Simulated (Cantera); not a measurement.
## Reactions in the system H-S-Si

Cantera with NASA thermochemical tables; ideal gases at 1 bar, condensed phases pure. Values are per mole of reaction as written; species without (g) are pure solids or liquids, kept so even where they would boil at 1 bar.

Si + H2S(g) = S + SiH2(g)

```json
[
 {"T (K)": "525", "ΔH° (kJ)": "271.3", "ΔS° (J/K)": "28.2", "ΔG° (kJ)": "256.5", "log10 K": "-25.52"},
 {"T (K)": "550", "ΔH° (kJ)": "271.9", "ΔS° (J/K)": "29.3", "ΔG° (kJ)": "255.8", "log10 K": "-24.29"},
 {"T (K)": "575", "ΔH° (kJ)": "272.5", "ΔS° (J/K)": "30.3", "ΔG° (kJ)": "255.1", "log10 K": "-23.17"},
 {"T (K)": "600", "ΔH° (kJ)": "273.0", "ΔS° (J/K)": "31.2", "ΔG° (kJ)": "254.3", "log10 K": "-22.14"},
 {"T (K)": "625", "ΔH° (kJ)": "273.5", "ΔS° (J/K)": "32.0", "ΔG° (kJ)": "253.5", "log10 K": "-21.19"},
 {"T (K)": "650", "ΔH° (kJ)": "274.0", "ΔS° (J/K)": "32.8", "ΔG° (kJ)": "252.7", "log10 K": "-20.31"},
 {"T (K)": "675", "ΔH° (kJ)": "274.4", "ΔS° (J/K)": "33.5", "ΔG° (kJ)": "251.9", "log10 K": "-19.49"},
 {"T (K)": "700", "ΔH° (kJ)": "274.9", "ΔS° (J/K)": "34.1", "ΔG° (kJ)": "251.0", "log10 K": "-18.73"},
 {"T (K)": "725", "ΔH° (kJ)": "275.3", "ΔS° (J/K)": "34.7", "ΔG° (kJ)": "250.2", "log10 K": "-18.02"},
 {"T (K)": "750", "ΔH° (kJ)": "275.7", "ΔS° (J/K)": "35.2", "ΔG° (kJ)": "249.3", "log10 K": "-17.36"},
 {"T (K)": "775", "ΔH° (kJ)": "276.1", "ΔS° (J/K)": "35.8", "ΔG° (kJ)": "248.4", "log10 K": "-16.74"}
]
```
